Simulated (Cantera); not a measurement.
A Cantera script and what it prints.

```python
import numpy as np
import cantera as ct

gas_names = """
    H HO2 H2 H2O H2O2 O OH O2 O3 Pb PbO Pb2
""".split()
cond_names = """
    H2O(s) H2O(L) Pb(cr) Pb(L) PbO(rd) PbO(yw) PbO(L) PbO2(s) Pb3O4(s)
""".split()


# ... load() reads the species with a 1 bar reference pressure and builds the phases ...
atoms = {
    'PbO': {'Pb': 1, 'O': 1},
    'H2': {'H': 2},
}
top_T = {'Pb3O4(s)': 820}  # K; cautious upper limits of use, not melting points


# ... equilibrate(T, P, feed) seeds the gas with the atoms and calls Mixture.equilibrate('TP', solver="vcs", rtol=1e-11, max_steps=5000) ...
results = []
feed = {'PbO': 1, 'H2': 2.1}  # mol
T = 1123  # K
P = 840  # Pa
mix = equilibrate(T, P, feed)
results.append((T, P, feed, dict(zip(mix.species_names, mix.species_moles))))
print(gas.report(threshold=1e-06))
for i in range(1, mix.n_phases):
    print(f"{mix.phase(i).name:16s} {mix.phase_moles(i):12.5e} mol")
```

It prints:

```
       temperature   1123 K
          pressure   840 Pa
           density   0.0012534 kg/m^3
  mean mol. weight   13.933 kg/kmol
   phase of matter   gas

                          1 kg             1 kmol
                     ---------------   ---------------
          enthalpy       -5.8125e+06       -8.0983e+07  J
   internal energy       -6.4826e+06        -9.032e+07  J
           entropy             17824        2.4834e+05  J/K
    Gibbs function       -2.5829e+07       -3.5987e+08  J
 heat capacity c_p            2599.3             36215  J/K
 heat capacity c_v            2002.6             27901  J/K

                      mass frac. Y      mole frac. X     chem. pot. / RT
                     ---------------   ---------------   ---------------
                H2          0.074144           0.51241            -23.25
               H2O           0.60232           0.46583           -56.682
                Pb           0.32352          0.021754           -10.274
     [   +9 minor]        1.4811e-05        9.5791e-07

Pb(L)             9.53298e-01 mol
PbO(yw)           0.00000e+00 mol
PbO2(s)           0.00000e+00 mol
```

Equilibrium computed with Cantera from the NASA thermochemical tables; the gas is ideal and each condensed phase is pure.
